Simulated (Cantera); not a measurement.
A perfectly stirred reactor is fed with CH4 : H2 = 1 : 11 (molar parts), at 1700 Pa; it is held at 1900 K, and followed from long to short residence time.

Model: GRI-Mech 3.0 (53 species, 325 reactions), integrated in Cantera. GRI-Mech 3.0 stops at C3 and has no aromatics, soot or wall deposition, so with more carbon than oxygen in the feed, carbon stays in small species such as C2H2 where larger ones or solid carbon would form. Radical loss at walls, strong at low pressure, is not modelled.

Problem. What does this change do: pressure from 1700 Pa to 2800 Pa?

Solution. 
```json
[
 {"quantity": "x(CH4) at τ = 2.60 s", "before": "0.00428", "after": "0.00392"},
 {"quantity": "x(H2) at τ = 2.60 s", "before": "0.954", "after": "0.955"},
 {"quantity": "x(C2H4) at τ = 2.60 s", "before": "1.32e-5", "after": "1.62e-5"},
 {"quantity": "x(H) at τ = 2.60 s", "before": "0.00485", "after": "0.00417"},
 {"quantity": "x(C2H) at τ = 2.60 s", "before": "2.40e-6", "after": "2.07e-6"},
 {"quantity": "x(CH4) at τ = 19.0 ms", "before": "0.0568", "after": "0.0498"},
 {"quantity": "x(H2) at τ = 19.0 ms", "before": "0.927", "after": "0.931"},
 {"quantity": "x(C2H4) at τ = 19.0 ms", "before": "0.000422", "after": "0.000351"},
 {"quantity": "x(H) at τ = 19.0 ms", "before": "0.00240", "after": "0.00245"},
 {"quantity": "x(C2H) at τ = 19.0 ms", "before": "3.51e-7", "after": "4.74e-7"}
]
```
